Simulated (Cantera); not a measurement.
A diamond (100) surface in a fixed gas of H2 with x(CH4) = 0.013, x(H) = 0.011, at 1275 K, 0.0870 bar; coverages are run to steady state.

Computed with Cantera and the Harris–Goodwin 1993 mechanism for the reconstructed diamond (100) surface.

One state of this run: growth (µm/h) = 3.82; θ c6HH = 0.393; θ c6H* = 0.0467; θ c6*H = 0.518; θ c6** = 0.0414; θ c6HM = 0.000496. θ: site fractions in the mechanism's names (c6HH fully hydrogenated, c6H* and c6*H radical sites, c6** diradical, c6HM methylated).

Q: Which value of x(CH3) does it belong to?
A. 0.00024
B. 6.2e-06
C. 9.6e-05
D. 0.0006

A: C, 9.6e-05
